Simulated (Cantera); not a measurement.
A perfectly stirred reactor is fed with CH3OH : O2 : N2 = 1 : 1 : 3.76 (molar parts), at 0.316 atm; it is adiabatic with a 325 K inlet, and is followed from long to short residence time, starting on the burning branch (τ in s: 0.031, 0.017, 0.0099, 0.0056, 0.0031, 0.0018, 0.001, 0.00057, 0.00032, 0.00018, 0.0001, 5.8e-05).

Computed with Cantera and GRI-Mech 3.0 (53 species, 325 reactions). GRI-Mech 3.0 was tuned for natural gas; its chemistry of methanol as a main component is partial and can be far from experiment.

x: mole fraction; the columns are a selection and need not sum to one.

```json
[
 {"τ (s)": "0.031", "T (K)": "1906", "x CH3OH": "5.06e-6", "x O2": "0.000565", "x H2": "0.0643", "x HCO": "6.56e-7", "x CO": "0.0809", "x CH3": "5.21e-6"},
 {"τ (s)": "0.017", "T (K)": "1891", "x CH3OH": "8.01e-6", "x O2": "0.000789", "x H2": "0.0642", "x HCO": "1.10e-6", "x CO": "0.0806", "x CH3": "8.57e-6"},
 {"τ (s)": "0.0099", "T (K)": "1877", "x CH3OH": "1.24e-5", "x O2": "0.00105", "x H2": "0.0642", "x HCO": "1.78e-6", "x CO": "0.0805", "x CH3": "1.36e-5"},
 {"τ (s)": "0.0056", "T (K)": "1863", "x CH3OH": "[?]", "x O2": "[?]", "x H2": "0.0642", "x HCO": "[?]", "x CO": "0.0806", "x CH3": "[?]"},
 {"τ (s)": "0.0031", "T (K)": "1849", "x CH3OH": "3.48e-5", "x O2": "0.00191", "x H2": "0.0641", "x HCO": "5.22e-6", "x CO": "0.0810", "x CH3": "3.90e-5"},
 {"τ (s)": "0.0018", "T (K)": "1836", "x CH3OH": "5.92e-5", "x O2": "0.00264", "x H2": "0.0641", "x HCO": "8.83e-6", "x CO": "0.0820", "x CH3": "6.50e-5"},
 {"τ (s)": "0.0010", "T (K)": "1818", "x CH3OH": "0.000110", "x O2": "0.00400", "x H2": "0.0641", "x HCO": "1.59e-5", "x CO": "0.0841", "x CH3": "0.000114"},
 {"τ (s)": "0.00057", "T (K)": "1790", "x CH3OH": "[?]", "x O2": "[?]", "x H2": "0.0643", "x HCO": "[?]", "x CO": "0.0881", "x CH3": "[?]"},
 {"τ (s)": "0.00032", "T (K)": "1715", "x CH3OH": "0.000589", "x O2": "0.0144", "x H2": "0.0670", "x HCO": "6.04e-5", "x CO": "0.0986", "x CH3": "0.000376"},
 {"τ (s)": "0.00018", "T (K)": "325", "x CH3OH": "0.174", "x O2": "0.174", "x H2": "<1e-12", "x HCO": "<1e-12", "x CO": "<1e-12", "x CH3": "<1e-12"},
 {"τ (s)": "0.00010", "T (K)": "325", "x CH3OH": "0.174", "x O2": "0.174", "x H2": "<1e-12", "x HCO": "<1e-12", "x CO": "<1e-12", "x CH3": "<1e-12"},
 {"τ (s)": "5.8e-5", "T (K)": "325", "x CH3OH": "0.174", "x O2": "0.174", "x H2": "<1e-12", "x HCO": "<1e-12", "x CO": "<1e-12", "x CH3": "<1e-12"}
]
```

Task: Fill in the missing entries.

Result: 
- 0.0056, x CH3OH: 2.03e-5
- 0.0056, x O2: 0.00140
- 0.0056, x HCO: 2.99e-6
- 0.0056, x CH3: 2.26e-5
- 0.00057, x CH3OH: 0.000214
- 0.00057, x O2: 0.00658
- 0.00057, x HCO: 2.90e-5
- 0.00057, x CH3: 0.000199
